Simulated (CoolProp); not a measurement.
Cyclopropane along the isobar 280 bar: density (kg/m³) from the reference equation and from simpler models built on Tc = 125.5 °C, pc = 56.05 bar, ω = 0.131; each cubic takes its own stable root.

Values from CoolProp's reference Helmholtz-energy equation of state, Polt 1992. This equation is an older, rougher fit; its heat capacities, sound speeds and derivatives of the liquid may be far off and weren't checked against measurements.

```tsv
T (°C)	phase	reference
56.95	liquid	627.0
61.35	liquid	621.7
65.75	liquid	616.3
70.15	liquid	610.9
74.45	liquid	605.6
78.85	liquid	600.1
83.25	liquid	594.6
87.55	liquid	589.1
91.95	liquid	583.5
96.35	liquid	577.9
100.65	liquid	572.3
105.05	liquid	566.6
109.45	liquid	560.8
113.75	liquid	555.2
118.15	liquid	549.3
122.55	liquid	543.4
```

How far does each simpler model (Soave-Redlich-Kwong, Peng-Robinson) lie from the reference over these 16 states: mean and median of the absolute difference, and the worst?


- Soave-Redlich-Kwong: mean 6.3 %, median 6.3 %, worst -6.7 % at 122.55 °C and 280 bar
- Peng-Robinson: mean 4.8 %, median 4.9 %, worst +5.3 % at 56.95 °C and 280 bar
